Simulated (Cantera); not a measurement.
# Premixed flame

A freely propagating, adiabatic, planar premixed flame of H₂ : O₂ : N₂ = 1 : 0.312 : 1.17 (molar parts), unburnt at 425 K and 4.40 bar; multicomponent+Soret transport, grid criteria slope 0.08 and curve 0.16, no radiation.

Detailed kinetics in Cantera: the H2/O2 subset of GRI-Mech 3.0, which has no nitrogen chemistry. The hydrogen kinetics of GRI-Mech 3.0 are dated; newer H2 mechanisms differ, most at raised pressure. Burning velocities carry a grid error of a few per cent, more on coarse grids.

```
z (mm)   T (K)  u (m/s)   x H₂      x O₂     x HO₂    x H₂O       x O     x OH
-------  -----  -------  -----  --------  --------  -------  --------  -------
-0.164     425     4.90  0.403     0.126     <1e-8    <1e-8     <1e-8    <1e-8
-0.110     425     4.90  0.403     0.126     <1e-8  2.61e-8     <1e-8    <1e-8
-0.0822    425     4.90  0.402     0.126   3.31e-8  3.06e-7     <1e-8    <1e-8
-0.0548    426     4.89  0.400     0.126   9.23e-7  6.84e-6   3.86e-8    <1e-8
-0.0274    476     5.22  0.366     0.132  0.000390  0.00202   6.35e-6  3.51e-5
-0.0137    801     8.46  0.323     0.124  0.000838   0.0309  0.000242  0.00115
0         1254     13.1  0.262    0.0901  0.000343    0.103   0.00186  0.00223
0.0137    1575     16.3  0.197    0.0454  0.000149    0.186   0.00351  0.00466
0.0274    1750     18.1  0.161    0.0182   5.68e-5    0.237   0.00318  0.00644
0.0548    1907     19.6  0.145   0.00358   1.08e-5    0.266   0.00205  0.00749
0.110     2036     20.8  0.149   0.00106   3.40e-6    0.274   0.00122  0.00698
0.219     2143     21.8  0.155  0.000499   1.66e-6    0.279  0.000614  0.00553
0.439     2222     22.4  0.159  0.000204   6.95e-7    0.283  0.000252  0.00384
```
x: mole fraction of selected species; z is measured from the peak of heat release.

The laminar burning velocity comes out as 490 cm/s. The thermal thickness comes out as 0.0548 mm. The peak x(HO₂) comes out as 0.00106 and the peak x(O) is 0.00356. The peak x(OH) comes out as 0.00751. The grid points comes out as 111.
